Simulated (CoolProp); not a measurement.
Vapour-liquid equilibrium of ammonia (1) + benzene (2) at 44.65 °C; x and y are mole fractions of (1).

Model: multi-fluid Helmholtz-energy mixture model, Gao 2020 and Thol 2012; pair parameters Bell 2016, in CoolProp.

Q: Give the bubble pressure and the first vapour's composition at x = 0.55, 0.65, 0.85. Is there an azeotrope?

A: x = 0.55: 1.267 MPa, y = 0.978; x = 0.65: 1.338 MPa, y = 0.980; x = 0.85: 1.526 MPa, y = 0.988. No azeotrope shows between x = 0.05 and 0.95.

Pair parameters are fitted to limited data, so mixtures are less certain than the pure fluids. With so large a gap from Raoult's law the liquid may split in two, which this calculation doesn't test in full.
